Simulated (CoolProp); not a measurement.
A simple Rankine cycle with water: condensing at 329.15 K, boiler at 10.2 MPa, turbine inlet 587.9 K, turbine efficiency 0.65, pump efficiency 0.7, no recuperator. Each further row changes one setting.

Values from CoolProp's reference Helmholtz-energy equation of state, Wagner 2002.

```csv
case,thermal efficiency (%),net work (kJ/kg),heat in (kJ/kg),turbine exit temperature (K),volume ratio over the turbine
as stated,23.1,___,2490,329.1,412
turbine inlet 607.9 K,23.4,607,2600,329.1,378
condensing temperature 321.15 K,___,600,___,321.1,593
boiler pressure 7.14 MPa,22.6,___,2650,329.1,259
turbine efficiency 0.55,___,484,2490,329.1,432
```

Problem. What belongs in the gaps?

Solution. 
- as stated, net work (kJ/kg): 575
- condensing temperature 321.15 K, thermal efficiency (%): 23.8
- condensing temperature 321.15 K, heat in (kJ/kg): 2520
- boiler pressure 7.14 MPa, net work (kJ/kg): 597
- turbine efficiency 0.55, thermal efficiency (%): 19.5

The expansion ends wet for: as stated; turbine inlet 607.9 K; condensing temperature 321.15 K; boiler pressure 7.14 MPa; turbine efficiency 0.55.
